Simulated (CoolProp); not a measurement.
n-perfluorohexane at 392.48 K and 0.342 MPa is compressed adiabatically to 1.69 MPa with isentropic efficiency 0.9. Each further row changes one setting.

Values from CoolProp's reference Helmholtz-energy equation of state, Gao 2022.

| case | work (kJ/kg) | final phase | final density (kg/m³) |
|---|---|---|---|
| as stated | 11.3 | ? | 732 |
| efficiency 1 | 10.2 | ? | ? |
| efficiency 0.65 | ? | two-phase, vapour fraction 0.405 | ? |

Problem. Some entries are withheld; supply them.

Solution. 
- as stated, final phase: two-phase, vapour fraction 0.108
- efficiency 1, final phase: two-phase, vapour fraction 0.031
- efficiency 1, final density (kg/m³): 776
- efficiency 0.65, work (kJ/kg): 15.7
- efficiency 0.65, final density (kg/m³): 602
